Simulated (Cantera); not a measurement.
Ignition delay

Mixture: CH₄ : CO : O₂ : N₂ = 1 : 0.14 : 1.15 : 4.32 (molar parts), equivalence ratio 1.8, at 0.550 bar, adiabatic and at constant pressure. Ignition delay is the time to a rise of 400 K.

Detailed kinetics in Cantera: GRI-Mech 3.0 (53 species, 325 reactions).

```tsv
T0 (K)	delay (ms)
1198	124
1248	58.7
1298	28.9
1348	14.7
1398	7.81
1448	4.30
1498	2.48
```

```json
{
  "apparent activation energy between 1398 and 1498 K": "200 kJ/mol"
}
```
